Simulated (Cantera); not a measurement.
Hydrocarbon pyrolysis for carbon deposition

A perfectly stirred reactor is fed with 12.5 % CH4, 87.5 % N2, at 1.00 bar; it is held at 1500 K, and followed from long to short residence time.

Cantera simulation using GRI-Mech 3.0 (53 species, 325 reactions); the numbers are that mechanism's predictions, not measurements. GRI-Mech 3.0 stops at C3 and has no aromatics, soot or wall deposition, so with more carbon than oxygen in the feed, carbon stays in small species such as C2H2 where larger ones or solid carbon would form.

```json
[
 {"τ (s)": "2.5", "x CH4": "0.0505", "x C2H4": "0.00111", "x H": "3.83e-6", "x HCN": "7.16e-9", "x CH2": "1.26e-9", "x H2": "0.0983", "x C2H": "2.35e-9"},
 {"τ (s)": "0.91", "x CH4": "0.0727", "x C2H4": "0.000917", "x H": "2.73e-6", "x HCN": "3.04e-9", "x CH2": "1.84e-9", "x H2": "0.0689", "x C2H": "1.66e-9"},
 {"τ (s)": "0.32", "x CH4": "0.0940", "x C2H4": "0.00103", "x H": "1.72e-6", "x HCN": "1.09e-9", "x CH2": "2.70e-9", "x H2": "0.0402", "x C2H": "1.02e-9"},
 {"τ (s)": "0.12", "x CH4": "0.108", "x C2H4": "0.00127", "x H": "9.89e-7", "x HCN": "3.45e-10", "x CH2": "3.66e-9", "x H2": "0.0205", "x C2H": "5.36e-10"},
 {"τ (s)": "0.041", "x CH4": "0.118", "x C2H4": "0.00117", "x H": "4.38e-7", "x HCN": "6.86e-11", "x CH2": "4.40e-9", "x H2": "0.00772", "x C2H": "1.79e-10"},
 {"τ (s)": "0.015", "x CH4": "0.123", "x C2H4": "0.000578", "x H": "1.58e-7", "x HCN": "9.72e-12", "x CH2": "3.85e-9", "x H2": "0.00226", "x C2H": "3.46e-11"},
 {"τ (s)": "0.0053", "x CH4": "0.124", "x C2H4": "0.000134", "x H": "5.44e-8", "x HCN": "1.20e-12", "x CH2": "2.23e-9", "x H2": "0.000498", "x C2H": "3.62e-12"}
]
```
x: mole fraction; the columns are a selection and need not sum to one.
